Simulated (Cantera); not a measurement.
## Thermodynamics of silicon etching in halogen gases, feed Si + HCl + H₂

A closed system holds: 1 mol Si, a varied amount of HCl, 74 mol H₂, at 752 °C and 0.00825 Torr.

Cantera equilibrium calculation (NASA polynomials, part measured and part estimated; ideal gas, pure solids and liquids). Candidate condensed phases: Si; 19 gas species. The tables' values for SiCl₃ are old estimates; treat these amounts as uncertain. Rates play no part.

From 2.2 mol HCl to 7.5 mol HCl the condensed part is Si(s). From 8.7 mol HCl to 10 mol HCl nothing is condensed. The main Si-bearing gas is SiCl₂ throughout.

| n(HCl) (mol) | x H₂ | x HCl | x SiCl₂ | x SiCl₄ | x SiCl₃ | x SiHCl₃ | x H | n Si(s) |
|---|---|---|---|---|---|---|---|---|
| 2.2 | 0.972 | 0.0262 | 0.00126 | 1.12e-5 | 2.60e-5 | 3.58e-6 | 1.30e-6 | 0.901 |
| 2.5 | 0.969 | 0.0293 | 0.00158 | 1.77e-5 | 3.66e-5 | 5.02e-6 | 1.29e-6 | 0.874 |
| 3 | 0.963 | 0.0343 | 0.00218 | 3.34e-5 | 5.90e-5 | 8.07e-6 | 1.29e-6 | 0.825 |
| 3.5 | 0.958 | 0.0390 | 0.00283 | 5.65e-5 | 8.75e-5 | 1.19e-5 | 1.29e-6 | 0.769 |
| 4 | 0.953 | 0.0434 | 0.00354 | 8.82e-5 | 0.000122 | 1.66e-5 | 1.28e-6 | 0.707 |
| 4.7 | 0.946 | 0.0493 | 0.00459 | 0.000149 | 0.000181 | 2.45e-5 | 1.28e-6 | 0.611 |
| 5.5 | 0.938 | 0.0556 | 0.00588 | 0.000244 | 0.000262 | 3.54e-5 | 1.27e-6 | 0.490 |
| 6.4 | 0.930 | 0.0621 | 0.00739 | 0.000386 | 0.000370 | 4.97e-5 | 1.27e-6 | 0.341 |
| 7.5 | 0.920 | 0.0693 | 0.00931 | 0.000611 | 0.000522 | 6.98e-5 | 1.26e-6 | 0.144 |
| 8.7 | 0.909 | 0.0786 | 0.0105 | 0.000894 | 0.000669 | 8.89e-5 | 1.25e-6 | 0 |
| 10 | 0.896 | 0.0922 | 0.00989 | 0.00118 | 0.000748 | 9.87e-5 | 1.24e-6 | 0 |
x: gas mole fraction; n: condensed amount in mol.
